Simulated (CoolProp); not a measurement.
Saturation properties of dimethyl carbonate.

Computed with CoolProp (reference Helmholtz-energy equation of state, Zhou 2011).

| T (K) | p (kPa) | vapour density (kg/m³) | liquid cp (kJ/(kg K)) |
|---|---|---|---|
| 424.7 | 517.8 | ? | 2.138 |
| 437.9 | 687.1 | 19.24 | 2.186 |
| 451.1 | 895.4 | 25.03 | 2.239 |
| 464.3 | ? | ? | 2.300 |
| 477.5 | ? | 41.28 | 2.376 |
| 490.7 | 1815 | 52.65 | 2.474 |
| 503.9 | 2243 | 67.24 | ? |
| 517.1 | ? | 86.59 | 2.830 |
| 530.3 | 3341 | 113.9 | 3.238 |
| 543.5 | 4043 | 158.3 | 4.371 |

Task: Complete the blanks.

Result: 
- 424.7, vapour density (kg/m³): 14.59
- 464.3, p (kPa): 1149
- 464.3, vapour density (kg/m³): 32.26
- 477.5, p (kPa): 1453
- 503.9, liquid cp (kJ/(kg K)): 2.613
- 517.1, p (kPa): 2748

It boils at 363.3 K under 1 atm.
